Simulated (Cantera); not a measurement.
An isothermal, constant-pressure homogeneous reactor starts with 84.6 % NH3, 14.4 % N2, 1.02 % H2, at 1948 K and 24.0 Torr.

Computed with Cantera and the gas-phase N/H chemistry of the illustrative SiF4/NH3 mechanism in the Surface Chemkin manual (1991). Walls and surfaces, which speed up NH3 decomposition in real reactors, are not modelled.

x: mole fraction; the columns are a selection and need not sum to one.

| t (s) | x NH3 | x H | x NH2 | x H2 | x NH |
|---|---|---|---|---|---|
| 0.000300 | 0.846 | ? | 9.52e-5 | 0.0102 | 6.75e-8 |
| 0.000705 | 0.846 | ? | 0.000223 | 0.0103 | 4.50e-7 |
| 0.00166 | 0.845 | ? | 0.000510 | 0.0105 | 2.12e-6 |
| 0.00389 | 0.844 | ? | 0.000999 | 0.0114 | 6.15e-6 |
| 0.00915 | 0.839 | ? | 0.00123 | 0.0152 | 8.75e-6 |
| 0.0215 | 0.827 | ? | 0.00121 | 0.0251 | 9.51e-6 |
| 0.0505 | 0.799 | ? | 0.00114 | 0.0476 | 1.06e-5 |
| 0.119 | 0.738 | ? | 0.00104 | 0.0967 | 1.20e-5 |
| 0.279 | 0.618 | ? | 0.000893 | 0.194 | 1.28e-5 |
| 0.656 | 0.425 | ? | 0.000680 | 0.349 | 1.23e-5 |
| 1.54 | 0.206 | ? | 0.000411 | 0.526 | 9.96e-6 |
| 3.62 | 0.0547 | ? | 0.000164 | 0.648 | 6.21e-6 |
| 8.51 | 0.00348 | ? | 2.68e-5 | 0.689 | 2.63e-6 |
| 20.0 | 2.03e-5 | ? | 4.43e-7 | 0.688 | 1.24e-7 |

Question: Some entries are withheld; supply them.

Answer: 
- 0.000300, x H: 6.89e-7
- 0.000705, x H: 1.25e-6
- 0.00166, x H: 2.62e-6
- 0.00389, x H: 5.53e-6
- 0.00915, x H: 8.93e-6
- 0.0215, x H: 1.39e-5
- 0.0505, x H: 2.49e-5
- 0.119, x H: 4.88e-5
- 0.279, x H: 9.89e-5
- 0.656, x H: 0.000197
- 1.54, x H: 0.000370
- 3.62, x H: 0.000684
- 8.51, x H: 0.00186
- 20.0, x H: 0.00526
